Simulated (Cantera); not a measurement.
A Cantera script and what it prints.

```python
import numpy as np
import cantera as ct

gas_names = """
    AL ALCL ALCL2 ALCL3 ALH ALN AL2 AL2CL6 CL CL2 H HCL H2 N NH NH2 NH3 N2 N2H2 N2H4
""".split()
cond_names = """
    AL(cr) AL(L) ALCL3(s) ALCL3(L) ALN(s) NH4CL(a) NH4CL(b)
""".split()


# ... load() reads the species with a 1 bar reference pressure and builds the phases ...
atoms = {
    'AlCl3': {'AL': 1, 'CL': 3},
    'HCl': {'H': 1, 'CL': 1},
    'N2': {'N': 2},
}
top_T = {'ALN(s)': 2750}  # K; cautious upper limits of use, not melting points


# ... equilibrate(T, P, feed) seeds the gas with the atoms and calls Mixture.equilibrate('TP', solver="vcs", rtol=1e-11, max_steps=5000) ...
results = []
feed = {'AlCl3': 1, 'HCl': 0.5, 'N2': 890}  # mol
P = 230  # Pa
for T in [900, 1000, 1100, 1200, 1300, 1400, 1500, 1600, 1700, 1800, 1900, 2000, 2100, 2200]:
    mix = equilibrate(T, P, feed)
    results.append((T, P, feed, dict(zip(mix.species_names, mix.species_moles))))

top = {s: max(r[3][s] / sum(r[3][g] for g in gas_names) for r in results) for s in gas_names}
cols = sorted((s for s in top if top[s] > 1e-06), key=lambda s: -top[s])[:5]
seen = [c for c in cond_names if any(r[3].get(c, 0) > 1e-12 for r in results)]
print("log10 of partial pressures in bar; condensed amounts in mol")
print(f"{'T/K':>10s}" + "".join(f"{s[:9]:>10s}" for s in cols + seen))
for T, P, feed, n in results:
    ng = sum(n[g] for g in gas_names)
    print(f"{T:10.4g}" + "".join(f"{np.log10(max(n[s] / ng * P / 1e5, 1e-99)):10.3f}" for s in cols)
          + "".join(f"{n.get(c, 0):10.4g}" for c in seen))
```

Output:

```
log10 of partial pressures in bar; condensed amounts in mol
       T/K        N2        CL     ALCL3      ALCL       HCL
       900    -2.639   -10.455    -5.588   -16.867    -5.889
      1000    -2.639    -9.602    -5.588   -14.060    -5.890
      1100    -2.639    -8.884    -5.588   -11.803    -5.890
      1200    -2.639    -8.236    -5.589   -10.024    -5.890
      1300    -2.639    -7.599    -5.592    -8.698    -5.891
      1400    -2.639    -6.974    -5.602    -7.726    -5.891
      1500    -2.639    -6.403    -5.639    -6.972    -5.891
      1600    -2.639    -5.912    -5.749    -6.373    -5.892
      1700    -2.640    -5.540    -6.053    -5.928    -5.894
      1800    -2.640    -5.347    -6.754    -5.687    -5.904
      1900    -2.640    -5.290    -7.754    -5.616    -5.941
      2000    -2.640    -5.259    -8.744    -5.601    -6.050
      2100    -2.640    -5.226    -9.648    -5.604    -6.264
      2200    -2.640    -5.195   -10.489    -5.630    -6.575
```

Cantera equilibrium calculation (NASA polynomials, part measured and part estimated; ideal gas, pure solids and liquids). The tables' values for AlCl2 are old estimates; treat these amounts as uncertain.
